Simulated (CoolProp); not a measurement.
Aqueous ammonia as a coolant, at -6 °C, 1 atm.

Values from CoolProp's Melinder's fits for secondary coolants.

```
mass %  freezing point (°C)  Prandtl number  conductivity (W/(m K))  viscosity (mPa s)  cp (kJ/(kg K))
------  -------------------  --------------  ----------------------  -----------------  --------------
9.5                   -12.8            21.2                   0.489               2.45             [?]
13.6                  -20.3            23.2                   0.466               2.56             [?]
17.7                  -29.8            25.7                   0.445               2.70           4.237
21.9                  -42.8            27.4                   0.426               2.75           4.242
26                    -60.3            27.9                   0.413                [?]             [?]
```

Q: Fill in the missing entries.

A: 
- 9.5, cp (kJ/(kg K)): 4.228
- 13.6, cp (kJ/(kg K)): 4.232
- 26, viscosity (mPa s): 2.71
- 26, cp (kJ/(kg K)): 4.249
